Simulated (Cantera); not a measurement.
Input: 1 mol V, 0.12 mol H2O, 2.1 mol N2, held at 0.620 Pa.

Method: chemical equilibrium by Gibbs-energy minimisation in Cantera with the NASA 1993 tables (ideal gas, pure condensed phases). Candidate condensed phases: H2O, V, VN, VO, V2O3, V2O4, V2O5; 28 gas species. The numbers say what is thermodynamically allowed, not how fast it happens.

Question: At 2073 K, list the 5 most abundant gas species with their mole fractions, and the condensed phases.

Answer: N2 0.631, V 0.265, H 0.0646, VO 0.0351, H2 0.00374. Condensed: gas only.
